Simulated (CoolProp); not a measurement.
The numbers come from the reference Helmholtz-energy equation of state, Lemmon 2005 in CoolProp. It is a short technical equation, of lower accuracy than the large ones.

Problem. Give the vapour pressure (bar), liquid density (kg/m³), vapour density (kg/m³), surface tension (mN/m) of saturated isobutene at 279.7, 319.8, 333.2 K.

Solution. 
```tsv
T (K)	p (bar)	liquid density (kg/m³)	vapour density (kg/m³)	surface tension (mN/m)
279.7	1.67	611	4.29	14.0
319.8	5.60	560	13.6	9.18
333.2	7.82	541	19.0	7.67
```

Surface tension comes from a separate correlation (Mulero 2012).
